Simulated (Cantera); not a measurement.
An isothermal, constant-pressure homogeneous reactor starts with NO : N2 = 1 : 1.9 (molar parts), at 1900 K and 101000 Pa. Integrator tolerance rtol = 1e-08.

Model: GRI-Mech 3.0 (53 species, 325 reactions), integrated in Cantera.

Problem. What does this change do: temperature 1900 to 1700 K?

Solution. 
| quantity | before | after |
|---|---|---|
| x(NO) at 30.0 s | 0.00676 (gas-phase equilibrium 0.00529) | 0.105 (gas-phase equilibrium 0.00269) |
| x(NO2) at 30.0 s | 1.25e-5 (gas-phase equilibrium 9.85e-6) | 0.000249 (gas-phase equilibrium 7.65e-6) |
| x(O2) at 30.0 s | 0.169 (gas-phase equilibrium 0.170) | 0.120 (gas-phase equilibrium 0.171) |
| x(N2) at 30.0 s | 0.824 (gas-phase equilibrium 0.825) | 0.775 (gas-phase equilibrium 0.826) |
| x(N2O) at 30.0 s | 3.16e-7 (gas-phase equilibrium 3.09e-7) | 4.31e-6 (gas-phase equilibrium 1.62e-7) |
| x(O) at 30.0 s | 0.000123 (gas-phase equilibrium 0.000123) | 1.56e-5 (gas-phase equilibrium 1.85e-5) |

Problem. What does this change do: pressure from 101000 Pa to 3200 Pa?

Solution. 
```tsv
quantity	before	after
x(NO) at 30.0 s	0.00676 (gas-phase equilibrium 0.00529)	0.141 (gas-phase equilibrium 0.00529)
x(NO2) at 30.0 s	1.25e-5 (gas-phase equilibrium 9.85e-6)	3.58e-5 (gas-phase equilibrium 1.75e-6)
x(O2) at 30.0 s	0.169 (gas-phase equilibrium 0.170)	0.102 (gas-phase equilibrium 0.169)
x(N2) at 30.0 s	0.824 (gas-phase equilibrium 0.825)	0.757 (gas-phase equilibrium 0.825)
x(N2O) at 30.0 s	3.16e-7 (gas-phase equilibrium 3.09e-7)	6.28e-6 (gas-phase equilibrium 5.49e-8)
x(O) at 30.0 s	0.000123 (gas-phase equilibrium 0.000123)	0.000547 (gas-phase equilibrium 0.000690)
```
Radical loss at walls, strong at low pressure, is not modelled.
